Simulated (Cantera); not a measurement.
A perfectly stirred reactor is fed with H₂ : O₂ : N₂ = 1 : 0.385 : 1.42 (molar parts), equivalence ratio 1.3, at 1000000 Pa; it is adiabatic with a 400 K inlet, and is followed from long to short residence time, starting on the burning branch (τ in s: 0.31, 0.1, 0.034, 0.011, 0.0038, 0.0013, 0.00041, 0.00014, 4.5e-05, 1.5e-05, 5e-06).

Computed with Cantera and the H2/O2 subset of GRI-Mech 3.0, which has no nitrogen chemistry. The hydrogen kinetics of GRI-Mech 3.0 are dated; newer H2 mechanisms differ, most at raised pressure.

x: mole fraction; the columns are a selection and need not sum to one.

| τ (s) | T (K) | x H₂ | x O₂ | x O | x HO₂ | x H₂O₂ | x OH |
|---|---|---|---|---|---|---|---|
| 0.31 | 2442 | 0.0946 | 2.39e-5 | 1.65e-5 | 4.20e-8 | 2.99e-8 | 0.00123 |
| 0.10 | 2442 | 0.0946 | 2.67e-5 | 1.68e-5 | 4.42e-8 | 3.08e-8 | 0.00124 |
| 0.034 | 2441 | 0.0946 | 3.46e-5 | 1.78e-5 | 5.07e-8 | 3.32e-8 | 0.00128 |
| 0.011 | 2439 | 0.0946 | (withheld) | (withheld) | (withheld) | (withheld) | 0.00137 |
| 0.0038 | 2435 | 0.0946 | 0.000112 | 2.86e-5 | 1.32e-7 | 6.06e-8 | 0.00160 |
| 0.0013 | 2425 | 0.0947 | 0.000232 | 5.09e-5 | 3.23e-7 | 1.12e-7 | 0.00211 |
| 0.00041 | 2405 | 0.0947 | 0.000509 | 0.000117 | 9.95e-7 | 2.40e-7 | 0.00312 |
| 0.00014 | 2370 | 0.0950 | 0.00105 | 0.000270 | 2.81e-6 | 4.68e-7 | 0.00459 |
| 4.5e-5 | 2311 | 0.0959 | (withheld) | (withheld) | (withheld) | (withheld) | (withheld) |
| 1.5e-5 | 2217 | 0.0979 | 0.00446 | 0.00138 | 1.82e-5 | 1.35e-6 | 0.00879 |
| 5.0e-6 | 2077 | 0.102 | 0.00878 | 0.00259 | 4.27e-5 | 2.16e-6 | 0.0102 |

Problem. What belongs in the gaps?

Solution. 
- 0.011, x O₂: 5.75e-5
- 0.011, x O: 2.07e-5
- 0.011, x HO₂: 7.15e-8
- 0.011, x H₂O₂: 4.07e-8
- 4.5e-5, x O₂: 0.00222
- 4.5e-5, x O: 0.000641
- 4.5e-5, x HO₂: 7.60e-6
- 4.5e-5, x H₂O₂: 8.38e-7
- 4.5e-5, x OH: 0.00664
